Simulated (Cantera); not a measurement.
# Premixed flame

A freely propagating, adiabatic, planar premixed flame of CH4 : O2 : N2 = 0.77 : 2 : 7.52 (molar parts), unburnt at 550 K and 69000 Pa; mixture-averaged transport, grid criteria slope 0.08 and curve 0.16, no radiation.

Computed with Cantera and GRI-Mech 3.0 (53 species, 325 reactions). Burning velocities carry a grid error of a few per cent, more on coarse grids.

```
z (mm)  T (K)  u (m/s)     x CH4    x O2     x NO     x CO2    x N2O    x C2H6
------  -----  -------  --------  ------  -------  --------  -------  --------
-1.60     550    0.956    0.0748   0.194    <1e-8   1.68e-7    <1e-8   2.09e-8
-1.07     552    0.960    0.0746   0.194    <1e-8   2.88e-6    <1e-8   3.91e-7
-0.799    558    0.973    0.0740   0.193    <1e-8   2.14e-5    <1e-8   3.13e-6
-0.533    603     1.05    0.0711   0.190  4.63e-8  0.000236    <1e-8   3.69e-5
-0.266    913     1.61    0.0522   0.165  5.63e-7   0.00359    <1e-8  0.000477
-0.133   1270     2.26    0.0295   0.131  1.41e-6    0.0103  2.48e-8  0.000573
0        1615     2.89   0.00738  0.0898  2.95e-6    0.0221  5.90e-8   6.18e-5
0.133    1758     3.14  0.000601  0.0663  4.85e-6    0.0351  1.06e-7   3.01e-7
0.266    1803     3.21   2.64e-5  0.0581  6.34e-6    0.0449  1.39e-7     <1e-8
0.533    1859     3.30   8.76e-8  0.0531  8.56e-6    0.0552  1.60e-7     <1e-8
1.07     1929     3.40     <1e-8  0.0501  1.21e-5    0.0616  1.76e-7     <1e-8
2.13     2003     3.52     <1e-8  0.0480  1.77e-5    0.0653  2.06e-7     <1e-8
4.26     2064     3.61     <1e-8  0.0463  2.62e-5    0.0686  2.40e-7     <1e-8
```
x: mole fraction of selected species; z is measured from the peak of heat release.

```
Item                          Value
------------------------  ---------
laminar burning velocity  95.5 cm/s
thermal thickness          0.533 mm
peak x(C2H6)               0.000648
grid points                     141
```
